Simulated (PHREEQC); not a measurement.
Make-up at 25 °C: 2.6 mmol/kgw (NH4)2SO4. Closed to the air; pH follows from the charge balance.

Computed with PHREEQC (ion-association model, wateq4f.dat).

| Property | Result |
|---|---|
| pH | 5.84 |
| ionic strength | 0.00757 mol/kgw |

```
species  molality  activity   log γ
-------  --------  --------  ------
NH4+      0.00509   0.00464  -0.040
SO4-2     0.00249   0.00174  -0.156
NH4SO4-  0.000114  0.000104  -0.039
NH3       1.83e-6   1.83e-6   0.000
H+        1.57e-6   1.45e-6  -0.035
HSO4-     2.67e-7   2.44e-7  -0.039
OH-       7.59e-9   6.92e-9  -0.040
```

Precipitation was switched off in this run.
